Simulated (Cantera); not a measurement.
Cantera run:

```python
import numpy as np
import cantera as ct

gas_names = """
    AL ALCL ALCL2 ALCL3 ALH AL2 AL2CL6 CL CL2 H HCL H2
""".split()
cond_names = """
    AL(cr) AL(L) ALCL3(s) ALCL3(L)
""".split()


# ... load() reads the species with a 1 bar reference pressure and builds the phases ...
atoms = {
    'AlCl3': {'AL': 1, 'CL': 3},
    'HCl': {'H': 1, 'CL': 1},
    'H2': {'H': 2},
}
top_T = {}  # K; cautious upper limits of use, not melting points


# ... equilibrate(T, P, feed) seeds the gas with the atoms and calls Mixture.equilibrate('TP', solver="vcs", rtol=1e-11, max_steps=5000) ...
results = []
feed = {'AlCl3': 1, 'HCl': 0.6, 'H2': 40}  # mol
P = 4000  # Pa
for T in [1425, 1475, 1525, 1575, 1625, 1675, 1725, 1775, 1825, 1875, 1925, 1975, 2025]:
    mix = equilibrate(T, P, feed)
    results.append((T, P, feed, dict(zip(mix.species_names, mix.species_moles))))

top = {s: max(r[3][s] / sum(r[3][g] for g in gas_names) for r in results) for s in gas_names}
cols = sorted((s for s in top if top[s] > 1e-05), key=lambda s: -top[s])[:6]
seen = [c for c in cond_names if any(r[3].get(c, 0) > 1e-12 for r in results)]
print("log10 of partial pressures in bar; condensed amounts in mol")
print(f"{'T/K':>10s}" + "".join(f"{s[:9]:>10s}" for s in cols + seen))
for T, P, feed, n in results:
    ng = sum(n[g] for g in gas_names)
    print(f"{T:10.4g}" + "".join(f"{np.log10(max(n[s] / ng * P / 1e5, 1e-99)):10.3f}" for s in cols)
          + "".join(f"{n.get(c, 0):10.4g}" for c in seen))
```

It prints:

```
log10 of partial pressures in bar; condensed amounts in mol
       T/K        H2       HCL      ALCL     ALCL3         H     ALCL2
      1425    -1.420    -2.972    -3.718    -3.184    -5.876    -3.961
      1475    -1.423    -2.895    -3.546    -3.272    -5.598    -3.875
      1525    -1.425    -2.825    -3.411    -3.385    -5.339    -3.823
      1575    -1.428    -2.767    -3.307    -3.526    -5.095    -3.804
      1625    -1.430    -2.721    -3.229    -3.695    -4.867    -3.814
      1675    -1.432    -2.688    -3.172    -3.890    -4.651    -3.849
      1725    -1.433    -2.665    -3.132    -4.103    -4.448    -3.904
      1775    -1.435    -2.649    -3.104    -4.327    -4.256    -3.973
      1825    -1.436    -2.639    -3.085    -4.556    -4.074    -4.050
      1875    -1.436    -2.633    -3.072    -4.783    -3.902    -4.131
      1925    -1.437    -2.629    -3.063    -5.005    -3.738    -4.213
      1975    -1.439    -2.627    -3.057    -5.221    -3.583    -4.294
      2025    -1.440    -2.626    -3.052    -5.430    -3.436    -4.375
```

Cantera equilibrium calculation (NASA polynomials, part measured and part estimated; ideal gas, pure solids and liquids). The tables' values for AlCl2 are old estimates; treat these amounts as uncertain.
